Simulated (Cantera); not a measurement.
## N2O furnace oxynitridation

An isothermal, constant-pressure homogeneous reactor starts with 77.4 % N2O, 21.7 % O2, 0.929 % H2O, at 1275 K and 100.0 Torr.

Cantera simulation using GRI-Mech 3.0 (53 species, 325 reactions); the numbers are that mechanism's predictions, not measurements. GRI-Mech 3.0 was tuned for natural gas; its chemistry of N2O as a main component is partial and can be far from experiment. The mechanism lacks the step 2 NO + O2 → 2 NO2, which can matter for NO2 below about 1400 K. The temperature is held fixed by assumption; the heat of reaction is taken as removed at once.

| t (s) | x N2O | x O2 | x NO2 | x NO | x O | x N2 |
|---|---|---|---|---|---|---|
| 1.00e-5 | 0.774 | 0.217 | <1e-12 | 3.56e-8 | 1.13e-6 | 1.37e-6 |
| 4.64e-5 | 0.774 | 0.217 | <1e-12 | 5.99e-7 | 3.63e-6 | 7.73e-6 |
| 0.000215 | 0.774 | 0.217 | 4.48e-11 | 5.83e-6 | 5.55e-6 | 4.55e-5 |
| 0.00100 | 0.774 | 0.217 | 1.70e-8 | 3.25e-5 | 5.59e-6 | 0.000229 |
| 0.00464 | 0.772 | 0.217 | 3.13e-6 | 0.000153 | 5.56e-6 | 0.00109 |
| 0.0215 | 0.766 | 0.218 | 5.60e-5 | 0.000664 | 5.50e-6 | 0.00508 |
| 0.100 | 0.740 | 0.225 | 0.000225 | 0.00297 | 5.28e-6 | 0.0231 |
| 0.464 | 0.631 | 0.250 | 0.000302 | 0.0127 | 5.11e-6 | 0.0964 |
| 2.15 | 0.325 | 0.323 | 0.000213 | 0.0397 | 4.83e-6 | 0.303 |
| 10.0 | 0.0308 | 0.395 | 0.000128 | 0.0632 | 2.61e-6 | 0.504 |
x: mole fraction; the columns are a selection and need not sum to one.

Equilibrium at this temperature and pressure: N2O 8.42e-9, O2 0.435, NO2 2.57e-6, NO 0.000408, O 2.03e-7, N2 0.558 (gas phase only).
